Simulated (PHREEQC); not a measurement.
A column of 0.1 m (30 cells, dispersivity 0.0035 m, 60 s a shift, diffusion coefficient 3e-10 m²/s) holds 0.011 eq of the database's cation exchanger X per kg of pore water, first in equilibrium with 0.0089 mol/kgw ZnCl2, 0.0044 mol/kgw MgCl2 and 1e-05 mol/kgw HCl. It is flushed with 0.0041 mol CdCl2 and 1e-05 mol HCl per kg of water, at 25 °C. Values are for the last cell. The system is closed to CO2. Precipitation was switched off in this run.

All values are PHREEQC results (ion-association model, phreeqc.dat), not measurements.

```
pore volumes  Cd in solution (mol/kgw)  Mg in solution (mol/kgw)  Zn in solution (mol/kgw)  Cl in solution (mol/kgw)  CdX2 on the exchanger (mol/kgw)  ZnX2 on the exchanger (mol/kgw)
------------  ------------------------  ------------------------  ------------------------  ------------------------  -------------------------------  -------------------------------
0                                    0                   0.00440                   0.00890                    0.0266                                0                          0.00416
0.1833                               0                   0.00440                   0.00890                    0.0266                                0                          0.00416
0.5167                         2.23e-6                   0.00438                   0.00885                    0.0265                          4.71e-7                          0.00416
0.6833                         4.03e-5                   0.00410                   0.00830                    0.0249                          9.31e-6                          0.00415
0.85                          0.000147                   0.00339                   0.00687                    0.0208                          4.39e-5                          0.00413
1.183                         0.000381                   0.00186                         ?                    0.0123                         0.000236                          0.00403
1.35                          0.000516                   0.00142                         ?                         ?                         0.000417                          0.00393
1.683                         0.000973                  0.000937                   0.00235                   0.00852                         0.000998                          0.00359
1.85                           0.00129                  0.000764                   0.00211                   0.00833                          0.00139                          0.00334
2.017                          0.00163                  0.000613                   0.00188                   0.00825                          0.00181                          0.00306
2.35                           0.00229                  0.000371                   0.00144                   0.00822                          0.00266                          0.00244
2.517                          0.00258                  0.000281                   0.00124                   0.00821                          0.00306                          0.00213
2.683                          0.00284                  0.000210                   0.00105                   0.00821                                ?                          0.00184
3.017                          0.00325                  0.000113                  0.000735                   0.00821                          0.00405                          0.00132
3.183                          0.00341                   8.19e-5                  0.000607                   0.00821                          0.00430                          0.00110
3.35                           0.00355                   5.87e-5                  0.000496                   0.00821                          0.00452                         0.000910
3.683                          0.00375                   2.95e-5                  0.000324                   0.00821                          0.00486                         0.000604
3.85                           0.00382                   2.07e-5                  0.000259                   0.00821                          0.00499                         0.000486
4.183                          0.00393                   1.00e-5                  0.000163                   0.00821                          0.00518                         0.000308
4.35                           0.00397                   6.93e-6                  0.000128                   0.00821                          0.00525                         0.000242
4.517                          0.00400                   4.76e-6                         ?                   0.00821                          0.00530                         0.000190
4.85                           0.00404                   2.21e-6                   5.99e-5                   0.00821                          0.00538                                ?
5.017                          0.00405                   1.50e-6                   4.61e-5                   0.00821                          0.00541                          8.81e-5
```

### Question
Some entries are withheld; supply them.

### Answer

- 1.183, Zn in solution (mol/kgw): 0.00389
- 1.35, Zn in solution (mol/kgw): 0.00310
- 1.35, Cl in solution (mol/kgw): 0.0101
- 2.683, CdX2 on the exchanger (mol/kgw): 0.00343
- 4.517, Zn in solution (mol/kgw): 9.98e-5
- 4.85, ZnX2 on the exchanger (mol/kgw): 0.000114
